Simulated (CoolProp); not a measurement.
Vapour pressure (MPa) of nitrous oxide: the reference equation beside estimates from Tc = 309.5 K, pc = 7.245 MPa, ω = 0.161. Clausius-Clapeyron is anchored at 233 K with a constant enthalpy of vaporisation of 13.70 kJ/mol.

The numbers come from the reference Helmholtz-energy equation of state, Lemmon 2006 in CoolProp. It is a short technical equation, of lower accuracy than the large ones.

```tsv
T (K)	reference	Lee-Kesler	Clausius-Clapeyron	van der Waals	Redlich-Kwong	Peng-Robinson
198.1	0.2124	0.2122	0.2687	0.9047	0.2833	0.2145
205.1	0.2991	0.2992	0.3569	1.091	0.3917	0.3006
212.1	0.4106	0.4112	0.4652	1.302	0.5279	0.4111
219.1	0.5512	0.5524	0.5962	1.537	0.6957	0.5505
226	0.7224	0.7243	0.7501	1.795	0.8955	0.7203
233	0.9338	0.9363	0.9338	2.083	1.137	0.9303
240	1.188	1.191	1.148	2.400	1.421	1.183
247	1.489	1.492	1.394	2.746	1.750	1.484
254	1.843	1.845	1.676	3.121	2.129	1.838
260.9	2.248	2.249	1.989	3.521	2.555	2.245
267.9	2.722	2.721	2.346	3.959	3.041	2.722
274.9	3.265	3.262	2.744	4.428	3.587	3.270
281.9	3.882	3.880	3.184	4.931	4.194	3.895
288.9	4.583	4.582	3.669	5.466	4.865	4.603
```

Absolute difference from the reference over all 14 rows, mean and median: Lee-Kesler 0.1 and 0.1 %, Clausius-Clapeyron 12.1 and 12.4 %, van der Waals 121.3 and 93.2 %, Redlich-Kwong 19.1 and 18.6 %, Peng-Robinson 0.3 and 0.3 %.
